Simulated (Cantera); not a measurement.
Si2H6 + HCl + H2 (silicon epitaxy and polysilicon growth)

Input: 1 mol Si2H6, 0.5 mol HCl, a varied amount of H2, held at 1250 K and 0.100 bar.

Method: chemical equilibrium by Gibbs-energy minimisation in Cantera with the NASA 1993 tables (ideal gas, pure condensed phases). Candidate condensed phases: Si; 19 gas species. The feed counts by its element totals alone. The tables' values for SiCl3 are old estimates; treat these amounts as uncertain. Equilibrium is a limit: real reactors are often held back by kinetics, nucleation or transport.

```csv
n(H2) (mol),x H2,x HCl,x SiCl2,x SiHCl3,x SiCl3,x SiCl4,x SiH2Cl2,n Si(s)
13,0.973,0.0247,0.00157,0.000300,0.000217,0.000214,5.73e-5,1.96
18,0.979,0.0200,0.00102,0.000158,0.000114,9.06e-5,3.75e-5,1.97
25,0.983,0.0157,0.000631,7.66e-5,5.51e-5,3.44e-5,2.32e-5,1.98
35,0.988,0.0120,0.000367,3.41e-5,2.44e-5,1.16e-5,1.36e-5,1.98
48,0.991,0.00917,0.000214,1.52e-5,1.08e-5,3.94e-6,7.92e-6,1.99
66,0.993,0.00690,0.000121,6.45e-6,4.61e-6,1.26e-6,4.49e-6,1.99
90,0.995,0.00519,6.81e-5,2.73e-6,1.95e-6,4.01e-7,2.54e-6,1.99
120,0.996,0.00396,3.96e-5,1.21e-6,8.66e-7,1.35e-7,1.48e-6,1.99
170,0.997,0.00284,2.03e-5,4.46e-7,3.18e-7,3.56e-8,7.58e-7,2.00
230,0.998,0.00212,1.13e-5,1.85e-7,1.32e-7,1.10e-8,4.22e-7,2.00
```
x: gas mole fraction; n: condensed amount in mol.

From 13 mol H2 to 230 mol H2 the condensed part is Si(s). The main Si-bearing gas is SiCl2 throughout. The share of Si in condensed phases is highest at 230 mol H2 (99.9 %) and lowest at 13 mol H2 (98.1 %).
